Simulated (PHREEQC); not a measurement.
A solution holds 89 mmol/kgw HCl, 14 mmol/kgw MnCl2 and 0.32 mmol/kgw KBr, at 25 °C. Closed to the air; pH follows from the charge balance.

All values are PHREEQC results (Pitzer model, pitzer.dat), not measurements.

```
Property                     Result
--------------------  -------------
pH                             1.14
ionic strength        0.131 mol/kgw
specific conductance    33700 µS/cm
density                 1.000 g/cm³
osmotic coefficient           0.926
total alkalinity       -89.0 meq/kg
```

```
species  molality  activity   log γ
-------  --------  --------  ------
Cl-         0.117    0.0875  -0.126
H+         0.0890    0.0720  -0.092
Mn+2       0.0140   0.00508  -0.440
Br-      0.000320  0.000233  -0.137
K+       0.000320  0.000248  -0.110
```

Precipitation was switched off in this run.
